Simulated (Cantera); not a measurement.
Silicon oxide and oxynitride deposition: SiH4 + H2O + N2

A closed system holds: 1 mol SiH4, 9.3 mol H2O, 16 mol N2, held at 10000 Pa.

Equilibrium computed with Cantera from the NASA thermochemical tables; the gas is ideal and each condensed phase is pure. Candidate condensed phases: H2O, Si, SiO2, Si2N2O, Si3N4; 35 gas species. The tables hold silica as quartz up to 1696 K and as liquid above; real silica turns to tridymite and cristobalite and melts near 1996 K. Gases not in the tables: Si(OH)4. The numbers say what is thermodynamically allowed, not how fast it happens.

```
T (K)  log p N2  log p H2O  log p H2  log p H  log p SiO  log p OH  n SiO2(α-quartz)  n SiO2(β-quartz)  n SiO2(condensed)  n SiO2(l)
-----  --------  ---------  --------  -------  ---------  --------  ----------------  ----------------  -----------------  ---------
775       -1.23      -1.57     -1.83   -12.92       <-13      <-13              1.00                 0                  0          0
875       -1.23      -1.57     -1.83   -11.22       <-13      <-13                 0              1.00                  0          0
975       -1.23      -1.57     -1.83    -9.86       <-13    -12.34                 0              1.00                  0          0
1075      -1.23      -1.57     -1.83    -8.75       <-13    -10.91                 0              1.00                  0          0
1175      -1.23      -1.57     -1.83    -7.83       <-13     -9.72                 0              1.00                  0          0
1275      -1.23      -1.57     -1.83    -7.05     -12.37     -8.72                 0              1.00                  0          0
1375      -1.23      -1.57     -1.83    -6.38     -10.74     -7.87                 0              1.00                  0          0
1475      -1.23      -1.57     -1.83    -5.80      -9.35     -7.12                 0              1.00                  0          0
1575      -1.23      -1.57     -1.83    -5.30      -8.13     -6.48                 0             1.000                  0          0
1675      -1.23      -1.57     -1.83    -4.85      -7.07     -5.91                 0             1.000                  0          0
1775      -1.23      -1.57     -1.83    -4.46      -6.14     -5.40                 0                 0              1.000          0
1875      -1.23      -1.57     -1.84    -4.10      -5.31     -4.95                 0                 0              0.999          0
1975      -1.23      -1.57     -1.84    -3.78      -4.58     -4.54                 0                 0              0.993          0
2075      -1.23      -1.57     -1.84    -3.50      -3.92     -4.17                 0                 0                  0      0.967
```
log p: log10 of the partial pressure in bar; n: condensed amount in mol.

At 775 K the condensed part is SiO2(α-quartz). From 875 K to 1675 K the condensed part is SiO2(β-quartz). From 1775 K to 1975 K the condensed part is SiO2(condensed). At 2075 K the condensed part is SiO2(l).
